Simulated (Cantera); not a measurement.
## Oxide etching and cleaning by halides: MgO + HCl

A closed system holds: 1 mol MgO, 4 mol HCl, equilibrated at 12000 Pa.

Method: chemical equilibrium by Gibbs-energy minimisation in Cantera with the NASA 1993 tables (ideal gas, pure condensed phases). Candidate condensed phases: H2O, Mg, MgCl2, MgO, Mg(OH)2; 22 gas species. Rates play no part.

| T (K) | x HCl | x MgCl2 | x H2O | x Cl | x H2 | n MgO(s) |
|---|---|---|---|---|---|---|
| 1100 | 0.981 | 0.00933 | 0.00933 | 1.50e-5 | 1.92e-5 | 0.963 |
| 1150 | 0.974 | 0.0130 | 0.0130 | 3.23e-5 | 3.28e-5 | 0.948 |
| 1200 | 0.965 | 0.0176 | 0.0176 | 6.45e-5 | 5.46e-5 | 0.930 |
| 1250 | 0.953 | 0.0232 | 0.0232 | 0.000121 | 8.90e-5 | 0.907 |
| 1300 | 0.940 | 0.0297 | 0.0297 | 0.000213 | 0.000142 | 0.881 |
| 1350 | 0.925 | 0.0372 | 0.0372 | 0.000357 | 0.000221 | 0.851 |
| 1400 | 0.908 | 0.0457 | 0.0457 | 0.000573 | 0.000336 | 0.817 |
| 1450 | 0.889 | 0.0550 | 0.0550 | 0.000885 | 0.000498 | 0.780 |
| 1500 | 0.868 | 0.0651 | 0.0651 | 0.00132 | 0.000724 | 0.739 |
| 1550 | 0.845 | 0.0759 | 0.0759 | 0.00191 | 0.00103 | 0.696 |
| 1600 | 0.821 | 0.0872 | 0.0872 | 0.00270 | 0.00143 | 0.651 |
| 1650 | 0.797 | 0.0989 | 0.0988 | 0.00371 | 0.00195 | 0.604 |
x: gas mole fraction; n: condensed amount in mol.

From 1100 K to 1650 K the condensed part is MgO(s). The main Mg-bearing gas is MgCl2 throughout. The share of Mg in condensed phases is highest at 1100 K (96.3 %) and lowest at 1650 K (60.4 %).
